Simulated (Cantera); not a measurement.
## Thermal oxidation and active oxidation of silicon: Si + CO₂ + H₂

Charge: 1 mol Si, 0.17 mol CO₂, 300 mol H₂, at 56.0 Pa.

Cantera equilibrium calculation (NASA polynomials, part measured and part estimated; ideal gas, pure solids and liquids). Candidate condensed phases: C, C₆H₆, C₇H₈, C₈H₁₈, H₂O, Si, SiC, SiO₂; 123 gas species. Mutual solubility and eutectic melting of coexisting phases are not modelled. Gases not in the tables: Si₂H₆ and higher silanes. Equilibrium is a limit: real reactors are often held back by kinetics, nucleation or transport.

```
T (K)   x H₂       x H      x Si     x SiO      x CO    x SiH    x Si₂C  n Si(s)  n SiC(s)
-----  -----  --------  --------  --------  --------  -------  --------  -------  --------
1373   0.999  0.000141   6.93e-7   0.00111   1.83e-5  9.31e-8  3.52e-10    0.501     0.165
1448   0.998  0.000389   5.22e-6   0.00111   2.47e-5  4.95e-7   5.20e-9    0.503     0.163
1523   0.998  0.000976   3.22e-5   0.00110   3.23e-5  2.22e-6   5.86e-8    0.498     0.160
1598   0.996   0.00225  0.000167   0.00109   4.12e-5  8.66e-6   5.23e-7    0.460     0.157
1673   0.993   0.00480  0.000746   0.00108   5.13e-5  2.97e-5   3.82e-6    0.280     0.153
1748   0.987   0.00959   0.00182  0.000976  0.000149  5.69e-5   1.45e-5        0     0.121
1823   0.978    0.0181   0.00257  0.000586  0.000533  6.42e-5   2.46e-5        0         0
1898   0.964    0.0324   0.00264  0.000559  0.000551  5.34e-5   3.48e-6        0         0
1973   0.941    0.0553   0.00263  0.000549  0.000548  4.36e-5   4.96e-7        0         0
2048   0.906    0.0901   0.00259  0.000539  0.000539  3.55e-5   7.80e-8        0         0
2123   0.856     0.140   0.00253  0.000525  0.000525  2.87e-5   1.35e-8        0         0
2198   0.788     0.209   0.00244  0.000506  0.000506  2.28e-5   2.53e-9        0         0
2273   0.700     0.297   0.00233  0.000481  0.000481  1.78e-5  5.06e-10        0         0
```
x: gas mole fraction; n: condensed amount in mol.

From 1373 K to 1673 K the condensed part is Si(s) + SiC(s). At 1748 K the condensed part is SiC(s). From 1823 K to 2273 K nothing is condensed. The main Si-bearing gas is SiO at 1373 K and Si at 2273 K.
